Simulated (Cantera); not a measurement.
## Catalytic combustion on Pt

An isothermal plug-flow reactor at 1000 K and 0.405 atm (inlet), inlet velocity 3.8 m/s, active area per volume 690 1/m; feed 0.796 % CO, 7.52 % O₂, 87.4 % N₂, 4.31 % H₂O, equivalence ratio 0.053.

Cantera simulation using Deutschmann's 1995 Pt surface mechanism with GRI-Mech 3.0 gas chemistry; the numbers are that mechanism's predictions, not measurements. Catalytic surfaces can have several steady states; this one follows from the mechanism file's or the stated starting coverage. Mass transfer to the wall is taken as infinitely fast.

| z (m) | x CO | x O₂ | x H₂O | x CO₂ | θ free Pt | θ O* | θ OH* | θ CO* |
|---|---|---|---|---|---|---|---|---|
| 3.5e-05 | 0.00365 | 0.0732 | 0.0432 | 0.00433 | 0.415 | 0.580 | 0.00294 | 0.00197 |
| 7.6e-05 | 0.00265 | 0.0727 | 0.0432 | 0.00533 | 0.330 | 0.667 | 0.00281 | 0.000798 |
| 0.00016 | 0.00164 | 0.0723 | 0.0433 | 0.00635 | 0.294 | 0.703 | 0.00273 | 0.000374 |
| 0.00035 | 0.000654 | 0.0718 | 0.0433 | 0.00734 | 0.273 | 0.724 | 0.00267 | 0.000125 |
| 0.00076 | 0.000109 | 0.0716 | 0.0433 | 0.00789 | 0.264 | 0.733 | 0.00264 | 1.94e-5 |
| 0.0016 | 3.12e-6 | 0.0715 | 0.0433 | 0.00799 | 0.263 | 0.735 | 0.00264 | 5.45e-7 |
| 0.0035 | 1.03e-9 | 0.0715 | 0.0433 | 0.00799 | 0.262 | 0.735 | 0.00264 | 1.80e-10 |
x: gas mole fraction; θ: surface coverage.
